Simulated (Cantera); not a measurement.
Cantera run, input and output.

```python
import numpy as np
import cantera as ct

gas = ct.Solution("gri30.yaml")
gas.TPX = 598, 280000, {'CH4': 1, 'C2H6': 0.67, 'C3H8': 0.6, 'O2': 5.25, 'N2': 19.7, 'H2O': 2.6}
flame = ct.FreeFlame(gas, width=0.019)
flame.set_refine_criteria(ratio=3, slope=0.08, curve=0.16)
flame.transport_model = "mixture-averaged"
flame.solve(loglevel=0, auto=True)
flame.transport_model = "multicomponent"
flame.soret_enabled = True
flame.solve(loglevel=0, refine_grid=True)
z, T = flame.grid, flame.T
thick = (T[-1] - T[0]) / np.gradient(T, z).max()
show = ['CH4', 'C2H6', 'C3H8', 'OH', 'H2O2', 'NO']
print(f"laminar burning velocity  {flame.velocity[0] * 100:.3f} cm/s")
print(f"burnt temperature         {T[-1]:.1f} K")
print(f"thermal thickness         {thick * 1e3:.4f} mm")
print(f"grid points               {len(z)}")
z0 = z[flame.heat_release_rate.argmax()]
print(f"{'z/mm':>9s}{'T/K':>9s}{'u/(m/s)':>9s}" + "".join(f"{s:>11s}" for s in show))
rows = []
for k in (-3, -2, -1.5, -1, -0.5, -0.25, 0, 0.25, 0.5, 1, 2, 4, 8):
    zz = z0 + k * thick
    rows.append([k * thick, np.interp(zz, z, T), np.interp(zz, z, flame.velocity),
                 *(np.interp(zz, z, flame.X[gas.species_index(s)]) for s in show)])
    print(f"{rows[-1][0] * 1e3:9.3f}{rows[-1][1]:9.1f}{rows[-1][2]:9.3f}" + "".join(f"{x:11.3e}" for x in rows[-1][3:]))
```

Result:

```
laminar burning velocity  49.143 cm/s
burnt temperature         2102.7 K
thermal thickness         0.2369 mm
grid points               138
     z/mm      T/K  u/(m/s)        CH4       C2H6       C3H8         OH       H2O2         NO
   -0.711    598.7    0.493  3.341e-02  2.241e-02  2.008e-02  5.719e-14  1.692e-07  5.124e-10
   -0.474    604.6    0.500  3.306e-02  2.233e-02  2.004e-02  5.412e-12  1.680e-06  5.356e-09
   -0.355    623.3    0.518  3.238e-02  2.219e-02  2.003e-02  1.287e-10  6.683e-06  2.411e-08
   -0.237    721.3    0.606  3.007e-02  2.126e-02  1.971e-02  1.720e-08  3.304e-05  1.974e-07
   -0.118   1117.5    0.969  2.308e-02  1.402e-02  1.303e-02  5.368e-06  8.709e-05  2.525e-06
   -0.059   1470.6    1.312  1.639e-02  5.533e-03  3.679e-03  7.356e-05  2.265e-05  6.197e-06
    0.000   1801.0    1.639  7.283e-03  3.961e-04  5.011e-05  5.195e-04  2.424e-06  1.187e-05
    0.059   1972.8    1.803  2.007e-03  1.179e-05  2.227e-08  1.114e-03  6.469e-07  2.116e-05
    0.118   2035.8    1.858  5.975e-04  9.339e-07  1.776e-10  1.300e-03  2.090e-07  3.092e-05
    0.237   2070.5    1.885  1.055e-04  2.500e-08  6.702e-13  1.142e-03  4.988e-08  4.404e-05
    0.474   2085.2    1.896  1.544e-05  4.082e-10  5.562e-15  8.363e-04  1.927e-08  5.570e-05
    0.947   2093.6    1.902  2.068e-06  4.591e-12  1.799e-16  5.668e-04  9.109e-09  6.420e-05
    1.895   2099.0    1.907  3.243e-07  7.247e-14 -2.909e-17  3.646e-04  3.920e-09  6.902e-05
```

Model: GRI-Mech 3.0 (53 species, 325 reactions), integrated in Cantera. GRI-Mech 3.0 was tuned for natural gas; its chemistry of propane as a main component is partial and can be far from experiment. Burning velocities carry a grid error of a few per cent, more on coarse grids.
